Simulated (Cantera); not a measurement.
Feed: 1 mol Fe, 0.4 mol Cl2, equilibrated at 1127 °C and 1330 Pa.

Equilibrium computed with Cantera from the NASA thermochemical tables; the gas is ideal and each condensed phase is pure. Candidate condensed phases: Fe, FeCl2, FeCl3; 8 gas species. Kinetics and transport are ignored.

Base state: FeCl2 0.999, Fe2Cl4 0.00117, FeCl3 0.000131, Cl 4.41e-5 (mole fractions); condensed: Fe(γ).

Question: What changes in the equilibrium state with this change: Fe replaced by AlN?

Answer: 
| species | before | after |
|---|---|---|
| AlCl3 | 0 | 0.650 |
| N2 | 0 | 0.333 |
| AlCl2 | 0 | 0.0135 |
| FeCl2 | 0.999 | 0 |
| AlCl | 0 | 0.00329 |
| Fe2Cl4 | 0.00117 | 0 |
| Fe(γ), mol | 0.600 | 0 |
| AlN(s), mol | 0 | 0.731 |
The tables' values for AlCl2 are old estimates; treat these amounts as uncertain. Further candidate phases: Al, AlCl3, AlN.

Question: What changes in the equilibrium state with this change: temperature from 1127 °C to 1325 °C?

Answer: 
```tsv
species	before	after
FeCl2	0.999	0.999
Cl	4.41e-5	0.000389
Fe2Cl4	0.00117	0.000265
Fe	1.15e-6	7.95e-5
FeCl	3.88e-7	1.04e-5
FeCl3	0.000131	9.35e-5
Fe(γ), mol	0.600	0.600
```
